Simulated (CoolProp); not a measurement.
Model: reference Helmholtz-energy equation of state, Lemmon 2006, in CoolProp. It is a short technical equation, of lower accuracy than the large ones.

**Question.** Give the vapour pressure (bar), liquid density (kg/m³), enthalpy of vaporisation (kJ/kg), liquid cp (kJ/(kg K)) of saturated carbonyl sulfide at 353.7 K.

**Answer.** 
| T (K) | p (bar) | liquid density (kg/m³) | enthalpy of vaporisation (kJ/kg) | liquid cp (kJ/(kg K)) |
|---|---|---|---|---|
| 353.7 | 41.2 | 779 | 156 | 2.11 |
